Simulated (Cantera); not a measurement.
## Reactions in the system C-Cl-Ti

Standard-state values (1 bar) from the NASA 1993 polynomials, evaluated with Cantera. Values are per mole of reaction as written; species without (g) are pure solids or liquids, kept so even where they would boil at 1 bar. TiC: taken at fixed stoichiometry.

3 CCl₄(g) + 7 Ti ⇌ 4 TiCl₃ + 3 TiC

```tsv
T (K)	ΔH° (kJ)	ΔS° (J/K)	ΔG° (kJ)	log10 K
300	-3151.9	-513.3	-2997.9	521.96
373	-3147.4	-499.9	-2960.9	414.63
448	-3143.0	-489.3	-2923.8	340.90
523	-3138.9	-480.7	-2887.5	288.38
598	-3134.9	-473.5	-2851.7	249.09
673	-3131.0	-467.4	-2816.4	218.59
748	-3127.3	-462.2	-2781.5	194.24
823	-3123.8	-457.7	-2747.1	174.35
898	-3120.4	-453.9	-2712.9	157.80
973	-3117.3	-450.6	-2678.9	143.81
```

3 Cl₂(g) + 2 TiC ⇌ 2 C + 2 TiCl₃(g)

| T (K) | ΔH° (kJ) | ΔS° (J/K) | ΔG° (kJ) | log10 K |
|---|---|---|---|---|
| 300 | -710.5 | -72.5 | -688.7 | 119.91 |
| 373 | -711.0 | -74.0 | -683.4 | 95.69 |
| 448 | -711.5 | -75.2 | -677.8 | 79.02 |
| 523 | -711.9 | -76.1 | -672.1 | 67.12 |
| 598 | -712.3 | -76.8 | -666.3 | 58.20 |
| 673 | -712.6 | -77.2 | -660.6 | 51.27 |
| 748 | -712.8 | -77.6 | -654.8 | 45.72 |
| 823 | -712.9 | -77.8 | -648.9 | 41.19 |
| 898 | -713.0 | -77.9 | -643.1 | 37.41 |
| 973 | -713.1 | -78.0 | -637.2 | 34.21 |

C + TiCl₄(g) ⇌ TiC + 4 Cl(g)

```tsv
T (K)	ΔH° (kJ)	ΔS° (J/K)	ΔG° (kJ)	log10 K
300	1064.3	324.4	967.0	-168.36
373	1065.6	328.2	943.1	-132.07
448	1067.0	331.6	918.4	-107.08
523	1068.3	334.4	893.4	-89.23
598	1069.7	336.8	868.2	-75.84
673	1071.0	338.9	842.9	-65.42
748	1072.2	340.6	817.4	-57.08
823	1073.2	341.9	791.8	-50.26
898	1074.2	343.1	766.1	-44.56
973	1075.2	344.1	740.4	-39.75
```
